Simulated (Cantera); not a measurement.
A perfectly stirred reactor is fed with 10.1 % H₂, 6.65 % O₂, 79.7 % N₂, 3.54 % H₂O, equivalence ratio 0.76, at 1.01 bar; it is adiabatic with a 375 K inlet, and is followed from long to short residence time, starting on the burning branch (τ in s: 0.26, 0.099, 0.038, 0.015, 0.0057, 0.0022, 0.00084, 0.00033, 0.00013, 4.8e-05, 1.9e-05, 7.2e-06).

Cantera simulation using the H2/O2 subset of GRI-Mech 3.0, which has no nitrogen chemistry; the numbers are that mechanism's predictions, not measurements.

Problem. Predict: blow-out, bracketed by the residence times tried; x(H₂) at τ = 0.260 s; x(O₂) at τ = 0.260 s; x(H₂O₂) at τ = 0.260 s; x(O) at τ = 0.260 s; x(H) at τ = 0.260 s; x(H₂) at τ = 0.840 ms; x(O₂) at τ = 0.840 ms.

Solution. 
```json
{
  "blow_out_bracketed_by_the_residence_times_tried": "burning at 2.20 ms, out at 0.840 ms",
  "x(H₂) at τ = 0.260 s": "0.000379",
  "x(O₂) at τ = 0.260 s": "0.0170",
  "x(H₂O₂) at τ = 0.260 s": "6.49e-7",
  "x(O) at τ = 0.260 s": "1.21e-5",
  "x(H) at τ = 0.260 s": "9.88e-6",
  "x(H₂) at τ = 0.840 ms": "0.101",
  "x(O₂) at τ = 0.840 ms": "0.0665"
}
```
